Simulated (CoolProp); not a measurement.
Octamethyltrisiloxane (MDM) at several states: Z from the reference equation and from simpler models built on Tc = 292.2 °C, pc = 14.38 bar, ω = 0.528; each cubic takes its own stable root.

The numbers come from the reference Helmholtz-energy equation of state, Thol 2017 in CoolProp.

```
T (°C)  p (bar)   phase  reference
------  -------  ------  ---------
178.65    0.172     gas     0.9906
-46.45     1.18  liquid    0.01672
107.65     43.4  liquid     0.4384
-18.55    0.384  liquid   0.004999
```

Question: How far does each simpler model (van der Waals, Redlich-Kwong, Soave-Redlich-Kwong, Peng-Robinson) lie from the reference over these 4 states: mean and median of the absolute difference, and the worst?

Answer: 
- van der Waals: mean 54.2 %, median 69.5 %, worst +77.4 % at -46.45 °C and 1.18 bar
- Redlich-Kwong: mean 13.1 %, median 16.5 %, worst +19.1 % at -46.45 °C and 1.18 bar
- Soave-Redlich-Kwong: mean 9.4 %, median 11.2 %, worst +15.2 % at -46.45 °C and 1.18 bar
- Peng-Robinson: mean 1.9 %, median 2.1 %, worst -3.4 % at 107.65 °C and 43.4 bar
